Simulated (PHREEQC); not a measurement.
0.12 g of hydrous ferric oxide (600 m²/g; 0.2 weak and 0.005 strong sites per Fe, Dzombak-Morel constants, diffuse double layer) in 1 kg of water with 0.3 mol/kgw of an inert sodium salt and 0.0029 mmol/kgw NiCl2 and 0.0058 mmol/kgw ZnSO4, at 25 °C; the pH is set by adding NaOH or the inert anion's acid. Oxygen alone is held at its pressure in air (log pO2 = -0.68). CO2 from the air is kept out. Nothing may precipitate in this run.

All values are PHREEQC results (ion-association model, wateq4f.dat), not measurements.

Question: Predict S sorbed (%), surface charge σ (C/m²), surface potential ψ (mV) at pH = 3, 4.12, 4.5, 9.

Answer: 
```csv
pH,S sorbed (%),surface charge σ (C/m²),surface potential ψ (mV)
3,69.8,0.357,124
4.12,66.1,0.334,121
4.5,60.8,0.311,117
9,0.0,-0.047,-35
```

Complexes and solids missing from the database can't appear. The oxide is taken as insoluble; below pH 4 it would dissolve.
